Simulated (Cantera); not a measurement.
Input: 1 mol AlCl₃, 19 mol N₂, 1.3 mol N₂O, held at 0.000270 bar.

Cantera equilibrium calculation (NASA polynomials, part measured and part estimated; ideal gas, pure solids and liquids). Candidate condensed phases: Al, AlCl₃, AlN, Al₂O₃; 24 gas species. The tables' values for AlCl₂ are old estimates; treat these amounts as uncertain. Kinetics and transport are ignored. All values below are at 1925 K.

Base state: N₂ 0.873, Cl 0.121, AlCl 0.00395, AlCl₂ 0.00103, AlCl₃ 0.000614, AlOCl 0.000453, O 1.50e-5, Cl₂ 1.31e-5 (mole fractions); condensed: Al₂O₃(s).

**Question.** What changes in the equilibrium state with this change: N₂O from 1.3 to 11 mol?

**Answer.** 
```tsv
species	before	after
N₂	0.873	0.789
O₂	4.48e-7	0.119
Cl	0.121	0.0791
AlOCl	0.000453	1.31e-5
AlCl₃	0.000614	1.48e-8
AlCl₂	0.00103	3.78e-8
AlCl	0.00395	2.21e-7
Al₂O₃(s), mol	0.430	0.500
```
